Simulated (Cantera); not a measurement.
Reactions in the system F-N-Si

Source: NASA polynomial tables (part measured, part estimated), evaluated in Cantera. Values are per mole of reaction as written; species without (g) are pure solids or liquids, kept so even where they would boil at 1 bar. The tables' values for SiF2 are old estimates.

8 N(g) + 3 SiF4(g) = 4 NF3(g) + Si3N4

| T (K) | ΔH° (kJ) | ΔS° (J/K) | ΔG° (kJ) | log10 K |
|---|---|---|---|---|
| 498 | -219.4 | -948.4 | 252.8 | -26.52 |
| 698 | -225.4 | -958.7 | 443.7 | -33.21 |
| 898 | -227.4 | -961.3 | 635.8 | -36.98 |
| 1098 | -226.2 | -960.2 | 828.0 | -39.39 |
| 1298 | -222.6 | -957.1 | 1019.8 | -41.04 |
| 1498 | -217.0 | -953.1 | 1210.8 | -42.22 |
| 1698 | -210.1 | -948.8 | 1401.0 | -43.10 |
| 1898 | -202.1 | -944.4 | 1590.3 | -43.77 |
| 2098 | -193.4 | -940.0 | 1778.8 | -44.29 |
| 2298 | -184.2 | -935.8 | 1966.3 | -44.70 |

Si3N4 + 3 SiF4(g) = 2 N2(g) + 6 SiF2(g)

| T (K) | ΔH° (kJ) | ΔS° (J/K) | ΔG° (kJ) | log10 K |
|---|---|---|---|---|
| 498 | 2060.5 | 956.9 | 1584.0 | -166.14 |
| 698 | 2053.7 | 945.6 | 1393.7 | -104.29 |
| 898 | 2043.5 | 932.8 | 1205.8 | -70.14 |
| 1098 | 2030.8 | 920.1 | 1020.5 | -48.55 |
| 1298 | 2016.2 | 907.9 | 837.7 | -33.71 |
| 1498 | 2000.4 | 896.6 | 657.3 | -22.92 |
| 1698 | 1983.7 | 886.1 | 479.1 | -14.74 |
| 1898 | 1966.5 | 876.6 | 302.8 | -8.33 |
| 2098 | 1949.1 | 867.8 | 128.4 | -3.20 |
| 2298 | 1931.6 | 859.9 | -44.4 | 1.01 |
